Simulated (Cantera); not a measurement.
A Cantera script and its output.

```python
import numpy as np
import cantera as ct

gas = ct.Solution("gri30.yaml")
gas.TPX = 1325, 2700, {'N2O': 1, 'H2O': 0.0075}
reactor = ct.IdealGasConstPressureReactor(gas, energy="off", clone=False)
net = ct.ReactorNet([reactor])
net.rtol, net.atol = 1e-08, 1e-18
show = ['N2O', 'H2O', 'H', 'HO2', 'H2O2']
times = np.geomspace(0.0008, 30, 13)

steps = ct.SolutionArray(gas, extra=["t"])
rows = []
print(f"{'t/s':>10s}{'T/K':>9s}{'P/Pa':>11s}" + "".join(f"{s:>11s}" for s in show))
for t in times:
    while net.time < t:
        t_next = net.step()
        steps.append(gas.state, t=t_next)
    rows.append([np.interp(t, steps.t, y) for y in (steps.T, steps.P, *steps(*show).X.T)])
    print(f"{t:10.3e}{rows[-1][0]:9.1f}{rows[-1][1]:11.4g}" + "".join(f"{x:11.3e}" for x in rows[-1][2:]))
rate = np.gradient(steps.T, steps.t)
print("integrator steps:", len(steps.t))
if steps.T.max() > steps.T[0] + 200:
    print(f"time of steepest temperature rise: {steps.t[rate.argmax()]:.4e} s")
gas.TPX = 1325, 2700, {'N2O': 1, 'H2O': 0.0075}
gas.equilibrate("TP")
print(f"equilibrium (TP): T = {gas.T:.1f} K  " + "  ".join(f"{s} {gas[s].X[0]:.3e}" for s in show))
```

It prints:

```
       t/s      T/K       P/Pa        N2O        H2O          H        HO2       H2O2
 8.000e-04   1325.0       2700  9.924e-01  7.443e-03  3.635e-10  5.190e-08  4.939e-12
 1.924e-03   1325.0       2700  9.921e-01  7.442e-03  9.765e-10  3.345e-07  1.009e-10
 4.628e-03   1325.0       2700  9.916e-01  7.438e-03  2.310e-09  1.603e-06  2.264e-09
 1.113e-02   1325.0       2700  9.901e-01  7.431e-03  4.771e-09  4.406e-06  2.311e-08
 2.678e-02   1325.0       2700  9.867e-01  7.419e-03  7.457e-09  4.999e-06  3.346e-08
 6.441e-02   1325.0       2700  9.785e-01  7.397e-03  8.775e-09  3.549e-06  1.685e-08
 1.549e-01   1325.0       2700  9.593e-01  7.348e-03  9.465e-09  2.248e-06  7.051e-09
 3.726e-01   1325.0       2700  9.151e-01  7.238e-03  1.006e-08  1.254e-06  2.576e-09
 8.963e-01   1325.0       2700  8.195e-01  6.999e-03  1.111e-08  5.912e-07  9.325e-10
 2.156e+00   1325.0       2700  6.375e-01  6.546e-03  1.303e-08  2.360e-07  4.636e-10
 5.185e+00   1325.0       2700  3.681e-01  5.876e-03  1.691e-08  7.715e-08  3.256e-10
 1.247e+01   1325.0       2700  1.154e-01  5.248e-03  2.270e-08  1.892e-08  2.636e-10
 3.000e+01   1325.0       2700  1.076e-02  4.991e-03  1.477e-08  4.807e-09  1.688e-10
integrator steps: 1396
equilibrium (TP): T = 1325.0 K  N2O 5.313e-09  H2O 4.971e-03  H 8.441e-10  HO2 6.014e-09  H2O2 3.112e-11
```

Computed with Cantera and GRI-Mech 3.0 (53 species, 325 reactions). GRI-Mech 3.0 was tuned for natural gas; its chemistry of N2O as a main component is partial and can be far from experiment. Radical loss at walls, strong at low pressure, is not modelled. The mechanism lacks the step 2 NO + O2 → 2 NO2, which can matter for NO2 below about 1400 K. The temperature is held fixed by assumption; the heat of reaction is taken as removed at once.
